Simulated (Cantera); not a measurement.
Thermodynamics of abatement and gas-phase synthesis, feed HI + O2 + H2

A closed system holds: 1 mol HI, 2.7 mol O2, 0.13 mol H2, at 9.20 bar.

Method: chemical equilibrium by Gibbs-energy minimisation in Cantera with the NASA 1993 tables (ideal gas, pure condensed phases). Candidate condensed phases: H2O, I2; 12 gas species. The numbers say what is thermodynamically allowed, not how fast it happens.

```csv
T (K),log p O2,log p I,log p H2O,log p OH,log p I2,log p O
1973,0.74,0.31,0.16,-1.81,-0.86,-2.89
2023,0.74,0.32,0.16,-1.71,-0.95,-2.73
2073,0.74,0.32,0.16,-1.61,-1.03,-2.57
2123,0.74,0.33,0.16,-1.51,-1.12,-2.42
2173,0.74,0.33,0.15,-1.42,-1.20,-2.27
2223,0.74,0.34,0.15,-1.33,-1.27,-2.14
2273,0.74,0.34,0.15,-1.25,-1.35,-2.00
2323,0.74,0.34,0.15,-1.17,-1.42,-1.88
2373,0.74,0.34,0.14,-1.10,-1.50,-1.76
2423,0.74,0.34,0.14,-1.02,-1.57,-1.64
2473,0.73,0.35,0.14,-0.96,-1.63,-1.53
2523,0.73,0.35,0.13,-0.89,-1.70,-1.42
2573,0.73,0.35,0.13,-0.83,-1.76,-1.32
2623,0.73,0.35,0.12,-0.77,-1.82,-1.22
```
log p: log10 of the partial pressure in bar; nothing condenses.

From 1973 K to 2623 K nothing is condensed.
